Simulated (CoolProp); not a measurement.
Model: reference Helmholtz-energy equation of state, Zhou 2014, in CoolProp.

### Question
Give the vapour pressure (MPa), liquid density (kg/m³), enthalpy of vaporisation (kJ/kg), surface tension (mN/m) of saturated cyclohexane at 69.65, 72.35 °C.

### Answer
```json
[
 {"T (°C)": "69.65", "p (MPa)": "0.0717", "liquid density (kg/m³)": "731", "enthalpy of vaporisation (kJ/kg)": "364", "surface tension (mN/m)": "19.2"},
 {"T (°C)": "72.35", "p (MPa)": "0.0782", "liquid density (kg/m³)": "728", "enthalpy of vaporisation (kJ/kg)": "362", "surface tension (mN/m)": "18.8"}
]
```

Surface tension comes from a separate correlation (Mulero 2012).
